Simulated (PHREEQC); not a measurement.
Solution (80 °C): 60 mmol/kgw HCl, 61 mmol/kgw FeCl3 and 0.14 mmol/kgw CuCl2. Closed to the air; pH follows from the charge balance.

Computed with PHREEQC (ion-association model, phreeqc.dat).

The ionic strength comes out as 0.272 mol/kgw. What activity coefficients do FeOH+2, FeCl2+, CuCl+, H+, Cu+2 get?

FeOH+2 0.23, FeCl2+ 0.70, CuCl+ 0.67, H+ 0.77, Cu+2 0.26.

Precipitation was switched off in this run. The solution is supersaturated, for example in Hematite (slow to form), Goethite (slow to form), so a real one may precipitate; this is no full list. At this temperature some constants are extrapolated from 25 °C, and those without enthalpy data are left unchanged.
